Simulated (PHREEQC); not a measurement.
A solution holds 0.0022 mol CsCl, 0.019 mol NiCl2 and 8.9e-06 mol CaSO4 per kg of water, at 25 °C. Closed to the air; pH follows from the charge balance.

All values are PHREEQC results (ion-association model, wateq4f.dat), not measurements.

Each row changes one thing in this solution. This is a speciation only: nothing precipitates in the calculation.

| case | pH | Ni+2 (mol/kgw) | NiCl+ (mol/kgw) | NiCl2 (mol/kgw) | SO4-2 (mol/kgw) | NiSO4 (mol/kgw) | SI of Morenosite (NiSO4:7H2O) | SI of Gypsum (CaSO4:2H2O) |
|---|---|---|---|---|---|---|---|---|
| as made | 5.97 | 0.0181 | 0.000774 | 7.12e-5 | 5.31e-6 | 3.59e-6 | -5.37 | -6.44 |
| CsCl left out | 5.97 | 0.0182 | 0.000741 | 6.48e-5 | 5.25e-6 | 3.64e-6 | -5.37 | -6.44 |
| temperature from 25 to 10 °C | 6.21 | 0.0181 | 0.000788 | 7.32e-5 | 5.52e-6 | 3.38e-6 | -5.22 | -6.40 |
| diluted 10-fold with water | 6.35 | 0.00189 | 1.37e-5 | 1.69e-7 | 7.46e-7 | 1.43e-7 | -6.77 | -7.87 |
| CaSO4 from 8.9e-06 to 8.9e-07 mol/kgw | 5.97 | 0.0181 | 0.000774 | 7.12e-5 | 5.31e-7 | 3.59e-7 | -6.37 | -8.44 |

Complexes and solids missing from the database can't appear. In wateq4f.dat the enthalpy of Ni(OH)2 has the wrong sign, so its saturation index can't be trusted away from 25 °C. Away from 25 °C the constants follow the database's enthalpies or fits; those with neither stay at their 25 °C values.
